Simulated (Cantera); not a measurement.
Charge: 1 mol CCl4, 2.3 mol HCl, equilibrated at 0.133 bar.

Cantera equilibrium calculation (NASA polynomials, part measured and part estimated; ideal gas, pure solids and liquids). Candidate condensed phases: C, C6H6, C7H8, C8H18; 91 gas species. Kinetics and transport are ignored. All values below are at 875 °C.

Base state: HCl 0.534, Cl2 0.461, Cl 0.00499, CCl4 4.90e-5 (mole fractions); condensed: C(graphite).

Q: What changes in the equilibrium state with this change: CCl4 replaced by CH2F2?

A: 
```
species            before    after
----------------  -------  -------
HCl                 0.534    0.535
HF                      0    0.465
Cl                0.00499  2.12e-5
Cl2                 0.461  8.36e-6
CCl4              4.90e-5    <1e-9
H2                  <1e-9  1.90e-5
C(graphite), mol    1.000     1.00
```
